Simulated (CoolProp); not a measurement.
Vapour-liquid equilibrium of n-hexane (1) + toluene (2) at 460.4 K; x and y are mole fractions of (1).

The numbers come from the multi-fluid Helmholtz-energy mixture model, Thol 2019 and Lemmon 2006; pair parameters Bell 2016 in CoolProp.

```json
[
 {"x": "0.05", "bubble pressure (bar)": "[?]", "y at the bubble point": "[?]", "dew pressure at overall composition x (bar)": "6.172", "liquid density (mol/L)": "[?]"},
 {"x": "0.15", "bubble pressure (bar)": "7.589", "y at the bubble point": "0.299", "dew pressure at overall composition x (bar)": "6.681", "liquid density (mol/L)": "[?]"},
 {"x": "0.25", "bubble pressure (bar)": "8.559", "y at the bubble point": "0.430", "dew pressure at overall composition x (bar)": "7.267", "liquid density (mol/L)": "6.948"},
 {"x": "0.35", "bubble pressure (bar)": "9.457", "y at the bubble point": "0.534", "dew pressure at overall composition x (bar)": "7.942", "liquid density (mol/L)": "6.726"},
 {"x": "0.45", "bubble pressure (bar)": "10.31", "y at the bubble point": "0.621", "dew pressure at overall composition x (bar)": "8.720", "liquid density (mol/L)": "6.508"},
 {"x": "0.55", "bubble pressure (bar)": "11.12", "y at the bubble point": "0.698", "dew pressure at overall composition x (bar)": "[?]", "liquid density (mol/L)": "6.293"},
 {"x": "0.65", "bubble pressure (bar)": "11.92", "y at the bubble point": "[?]", "dew pressure at overall composition x (bar)": "10.61", "liquid density (mol/L)": "6.081"},
 {"x": "0.75", "bubble pressure (bar)": "12.71", "y at the bubble point": "0.836", "dew pressure at overall composition x (bar)": "11.70", "liquid density (mol/L)": "5.872"},
 {"x": "0.85", "bubble pressure (bar)": "13.50", "y at the bubble point": "0.902", "dew pressure at overall composition x (bar)": "12.88", "liquid density (mol/L)": "5.664"},
 {"x": "0.95", "bubble pressure (bar)": "14.29", "y at the bubble point": "0.967", "dew pressure at overall composition x (bar)": "14.09", "liquid density (mol/L)": "5.457"}
]
```

Complete the blanks.


- 0.05, bubble pressure (bar): 6.522
- 0.05, y at the bubble point: 0.120
- 0.05, liquid density (mol/L): 7.403
- 0.15, liquid density (mol/L): 7.173
- 0.55, dew pressure at overall composition x (bar): 9.608
- 0.65, y at the bubble point: 0.769

No azeotrope shows between x = 0.05 and 0.95.

The pair parameters rest on a limited set of measurements; away from them the model extrapolates.
